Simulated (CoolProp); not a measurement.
Vapour-liquid equilibrium of carbon dioxide (1) + R227EA (2) at -0.45 °C; x and y are mole fractions of (1).

Model: multi-fluid Helmholtz-energy mixture model, Span 1996 and Lemmon 2016; pair parameters Bell 2016, in CoolProp.

```tsv
x	bubble pressure, mixture model (MPa)	bubble pressure, Raoult's law (MPa)	y, mixture model	y, Raoult's law
0.05	0.3166	0.3547	0.398	0.485
0.2	0.7117	0.8424	0.748	0.818
0.35	1.127	1.330	0.854	0.906
0.5	1.564	1.818	0.908	0.947
0.65	2.038	2.306	0.942	0.971
0.8	2.578	2.793	0.969	0.986
0.95	3.211	3.281	0.993	0.997
```

The largest gap from Raoult's law is -15.5 % in bubble pressure, at x = 0.2. No azeotrope shows between x = 0.05 and 0.95.

Pair parameters are fitted to limited data, so mixtures are less certain than the pure fluids.
